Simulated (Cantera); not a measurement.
A Cantera script and its output.

```python
import numpy as np
import cantera as ct

gas = ct.Solution("gri30.yaml")
gas.TPX = 1700, 200000, {'CH4': 1, 'O2': 3.77, 'N2': 27.9}
reactor = ct.IdealGasConstPressureReactor(gas, energy="on", clone=False)
net = ct.ReactorNet([reactor])
net.rtol, net.atol = 1e-08, 1e-16
show = ['CH4', 'O2', 'H2', 'NO', 'H2O2', 'HO2']
times = np.geomspace(2e-06, 0.3, 10)

steps = ct.SolutionArray(gas, extra=["t"])
rows = []
print(f"{'t/s':>10s}{'T/K':>9s}{'P/Pa':>11s}" + "".join(f"{s:>11s}" for s in show))
for t in times:
    while net.time < t:
        t_next = net.step()
        steps.append(gas.state, t=t_next)
    rows.append([np.interp(t, steps.t, y) for y in (steps.T, steps.P, *steps(*show).X.T)])
    print(f"{t:10.3e}{rows[-1][0]:9.1f}{rows[-1][1]:11.4g}" + "".join(f"{x:11.3e}" for x in rows[-1][2:]))
rate = np.gradient(steps.T, steps.t)
print("integrator steps:", len(steps.t))
if steps.T.max() > steps.T[0] + 200:
    print(f"time of steepest temperature rise: {steps.t[rate.argmax()]:.4e} s")
gas.TPX = 1700, 200000, {'CH4': 1, 'O2': 3.77, 'N2': 27.9}
gas.equilibrate("HP")
print(f"equilibrium (HP): T = {gas.T:.1f} K  " + "  ".join(f"{s} {gas[s].X[0]:.3e}" for s in show))
```

Result:

```
       t/s      T/K       P/Pa        CH4         O2         H2         NO       H2O2        HO2
 2.000e-06   1700.0      2e+05  3.061e-02  1.154e-01  4.768e-07  7.110e-14  2.616e-09  4.682e-07
 7.519e-06   1699.9      2e+05  3.059e-02  1.154e-01  2.147e-06  4.765e-13  1.264e-08  1.662e-06
 2.827e-05   1699.8      2e+05  3.052e-02  1.154e-01  1.183e-05  3.670e-12  4.256e-08  4.963e-06
 1.063e-04   1703.8      2e+05  2.887e-02  1.144e-01  3.491e-04  1.025e-10  3.144e-07  2.578e-05
 3.995e-04   2279.3      2e+05  2.006e-19  5.354e-02  1.047e-03  1.079e-04  9.325e-08  3.242e-06
 1.502e-03   2319.0      2e+05 -2.133e-20  5.338e-02  4.201e-04  3.001e-04  8.906e-08  2.812e-06
 5.646e-03   2317.9      2e+05  3.098e-20  5.310e-02  4.171e-04  8.875e-04  8.863e-08  2.791e-06
 2.123e-02   2314.1      2e+05  2.992e-20  5.218e-02  4.121e-04  2.766e-03  8.708e-08  2.724e-06
 7.980e-02   2306.6      2e+05  2.787e-20  5.039e-02  4.024e-04  6.411e-03  8.411e-08  2.596e-06
 3.000e-01   2303.4      2e+05  2.700e-20  4.962e-02  3.983e-04  7.979e-03  8.283e-08  2.542e-06
integrator steps: 1617
time of steepest temperature rise: 1.7066e-04 s
equilibrium (HP): T = 2303.3 K  CH4 4.145e-20  O2 4.961e-02  H2 3.983e-04  NO 7.996e-03  H2O2 8.282e-08  HO2 2.541e-06
```

Model: GRI-Mech 3.0 (53 species, 325 reactions), integrated in Cantera.
